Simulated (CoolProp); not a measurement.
Saturated liquid density (kg/m³) of carbon dioxide: the reference equation beside estimates from Tc = 31.0 °C, pc = 7377 kPa, ω = 0.224. Rackett uses Z = 0.29056 − 0.08775 ω.

Model: reference Helmholtz-energy equation of state, Span 1996, in CoolProp.

```tsv
T (°C)	reference	Rackett	van der Waals	Redlich-Kwong	Peng-Robinson
-31.55	1082	1088	666.2	[?]	1116
-27.35	[?]	1070	655.1	[?]	1093
-23.05	1046	1052	643.3	901.9	1069
-18.75	1026	1032	631.0	879.7	1043
-14.55	1006	1012	618.5	857.1	[?]
-10.25	984.2	991.2	605.0	832.8	988.1
-6.05	962.0	969.4	591.1	807.9	[?]
-1.75	937.8	[?]	576.0	780.8	925.4
2.55	911.8	920.2	559.8	752.0	890.0
```

Question: What belongs in the gaps?

Answer: 
- -31.55, Redlich-Kwong: 943.1
- -27.35, reference: 1064
- -27.35, Redlich-Kwong: 923.1
- -14.55, Peng-Robinson: 1017
- -6.05, Peng-Robinson: 958.2
- -1.75, Rackett: 945.6

Absolute difference from the reference over all 9 rows, mean and median: Rackett 0.7 and 0.6 %, van der Waals 38.5 and 38.5 %, Redlich-Kwong 15.0 and 14.8 %, Peng-Robinson 1.7 and 1.7 %.
